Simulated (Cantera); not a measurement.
Input (Python, Cantera) and output of one run.

```python
import numpy as np
import cantera as ct

gas_names = """
    CL CLO CL2 Fe FeCL FeCL2 FeCL3 FeO Fe(OH)2 Fe2CL4 Fe2CL6 H HCL HNO HNO2 HNO3 HOCL HO2 H2 H2O H2O2 N
    NH NH2 NH3 NH2OH NO NO2 NO3 N2 N2H2 N2H4 N2O O OH O2 O3
""".split()
cond_names = """
    Fe(a) Fe(c) Fe(d) Fe(L) FeCL2(s) FeCL2(L) FeCL3(s) FeCL3(L) FeO(s) FeO(L) Fe(OH)2(s) Fe(OH)3(s)
    Fe2O3(s) Fe3O4(s) H2O(s) H2O(L) NH4CL(a) NH4CL(b)
""".split()


# ... load() reads the species with a 1 bar reference pressure and builds the phases ...
atoms = {
    'FeCl2': {'Fe': 1, 'CL': 2},
    'H2O': {'H': 2, 'O': 1},
    'N2': {'N': 2},
}
top_T = {'Fe2O3(s)': 1830, 'Fe3O4(s)': 1870}  # K; cautious upper limits of use, not melting points


# ... equilibrate(T, P, feed) seeds the gas with the atoms and calls Mixture.equilibrate('TP', solver="vcs", rtol=1e-11, max_steps=5000) ...
results = []
feed = {'FeCl2': 1, 'H2O': 0.19, 'N2': 0.17}  # mol
T = 800  # K
P = 13000  # Pa
mix = equilibrate(T, P, feed)
results.append((T, P, feed, dict(zip(mix.species_names, mix.species_moles))))
x = sorted(zip(gas.X, gas.species_names), reverse=True)
print(f"T = {T:g} K  P = {P:g} Pa  gas = {mix.phase_moles(0):.4g} mol")
print("   x: " + "  ".join(f"{s} {v:.3e}" for v, s in x if v > 1e-05))
print("   condensed (mol): " + ("  ".join(f"{mix.phase(i).name} {mix.phase_moles(i):.4g}"
      for i in range(1, mix.n_phases) if mix.phase_moles(i) > 1e-12) or "none"))
```

It prints:

```
T = 800 K  P = 13000 Pa  gas = 0.4104 mol
   x: N2 4.143e-01  H2O 3.003e-01  HCL 2.440e-01  H2 4.066e-02  FeCL2 7.227e-04  Fe2CL4 5.850e-05
   condensed (mol): FeCL2(s) 0.9496  Fe3O4(s) 0.01669
```

Equilibrium computed with Cantera from the NASA thermochemical tables; the gas is ideal and each condensed phase is pure. Condensed phases not in the tables: FeOCl.
